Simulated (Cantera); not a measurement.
Input: 1 mol Fe2O3, 0.088 mol H2S, 2.2 mol O2, equilibrated at 1173.15 K and 0.180 bar.

Cantera equilibrium calculation (NASA polynomials, part measured and part estimated; ideal gas, pure solids and liquids). Candidate condensed phases: Fe, FeO, Fe(OH)2, Fe(OH)3, FeS, FeSO4, FeS2, Fe2O3, Fe2(SO4)3, Fe3O4, H2O, H2SO4, S; 22 gas species. The numbers say what is thermodynamically allowed, not how fast it happens.

Question: What is the equilibrium state?

Answer: x(O2): 0.921
x(H2O): 0.0393
x(SO2): 0.0348
x(SO3): 0.00455
x(OH): 2.87e-6
n(Fe2O3(s)): 1.00 mol
gas amount: 2.239 mol
log10 activity of Fe(OH)2(s) (absent): -9.96
log10 activity of Fe(α) (absent): -10.97
log10 activity of Fe(OH)3(s) (absent): -11.96
